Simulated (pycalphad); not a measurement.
An equivalent pycalphad script:

```python
from pycalphad import Database, equilibrium, calculate, variables as v
import numpy as np
db = Database('COST507.tdb')
comps = ['AL', 'C', 'VA']
phases = ['AL4C3', 'FCC_A1', 'GRAPHITE', 'LIQUID']
eq = equilibrium(db, comps, phases, {v.X('C'): 0.0375, v.T: np.arange(1850, 499, -25), v.P: 101325, v.N: 1}, output=['HM', 'SM'])
```

All values are pycalphad results on the COST 507 light-alloy database (1999) (1 atm), not direct measurements. The data set is of 1999 and partly superseded. Phase fractions are per mole of atoms. Diffusion is slow at the low end, where real alloys seldom reach equilibrium.

Results at three of the temperatures:

```
T = 1825.00 K, P = 101325 Pa, N = 1 mol of atoms
G = -110518 J/mol, H = 53675 J/mol, S = 89.97 J/(mol K)  (SER reference)
chemical potentials (J/mol): Al -112147, C -68699
phase             fraction      x(Al)       x(C)
LIQUID              0.9219     0.9956     0.0044
AL4C3               0.0781     0.5714     0.4286
```

```
T = 775.00 K, P = 101325 Pa, N = 1 mol of atoms
G = -30349 J/mol, H = 10060 J/mol, S = 52.14 J/(mol K)  (SER reference)
chemical potentials (J/mol): Al -28811, C -69833
phase             fraction      x(Al)       x(C)
FCC_A1              0.9125     1.0000   2.35e-13
AL4C3               0.0875     0.5714     0.4286
```

```
T = 625.00 K, P = 101325 Pa, N = 1 mol of atoms
G = -22981 J/mol, H = 5736 J/mol, S = 45.95 J/(mol K)  (SER reference)
chemical potentials (J/mol): Al -21169, C -69490
phase             fraction      x(Al)       x(C)
FCC_A1              0.9125     1.0000    1.8e-14
AL4C3               0.0875     0.5714     0.4286
```

Changes of the phase set, refined by bisection:

```
T (K)    phases above    phases below
-----  --------------  --------------
933.4  AL4C3 + LIQUID  AL4C3 + FCC_A1
```

Database names, with the compositions (at.%) that they take in these runs: AL4C3: Al 57 C 43. FCC_A1 is fcc.
